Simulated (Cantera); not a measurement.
Premixed flame

A freely propagating, adiabatic, planar premixed flame of H2 : O2 : N2 = 1 : 0.417 : 1.62 (molar parts), equivalence ratio 1.2, unburnt at 550 K and 900 Torr; mixture-averaged transport, grid criteria slope 0.08 and curve 0.16, no radiation.

Computed with Cantera and the H2/O2 subset of GRI-Mech 3.0, which has no nitrogen chemistry. Burning velocities carry a grid error of a few per cent, more on coarse grids.

```csv
z (mm),T (K),u (m/s),x H2,x O2,x H,x HO2,x H2O,x OH
-1.08,550,7.00,0.329,0.137,<1e-8,<1e-8,<1e-8,<1e-8
-0.718,550,7.00,0.329,0.137,<1e-8,<1e-8,<1e-8,<1e-8
-0.538,550,7.00,0.329,0.137,<1e-8,<1e-8,<1e-8,<1e-8
-0.359,550,7.00,0.329,0.137,<1e-8,1.14e-7,4.71e-8,<1e-8
-0.179,562,7.12,0.326,0.138,7.40e-5,0.000206,0.000395,2.96e-5
-0.0897,786,9.73,0.292,0.132,0.00582,0.000244,0.0190,0.000903
0,1254,15.0,0.183,0.0914,0.0406,9.60e-5,0.109,0.00367
0.0897,1573,18.5,0.0924,0.0344,0.0668,3.32e-5,0.212,0.00955
0.179,1721,20.1,0.0727,0.0184,0.0653,1.62e-5,0.241,0.0127
0.359,1875,21.7,0.0712,0.0134,0.0534,1.02e-5,0.253,0.0148
0.718,2032,23.3,0.0715,0.0102,0.0400,6.77e-6,0.263,0.0156
1.44,2182,24.7,0.0701,0.00716,0.0281,4.20e-6,0.276,0.0150
2.87,2310,25.9,0.0676,0.00448,0.0187,2.46e-6,0.288,0.0130
```
x: mole fraction of selected species; z is measured from the peak of heat release.

```
Item                        Result
------------------------  --------
laminar burning velocity  700 cm/s
thermal thickness         0.359 mm
peak x(H)                   0.0680
peak x(HO2)               0.000373
peak x(OH)                  0.0156
grid points                    135
```
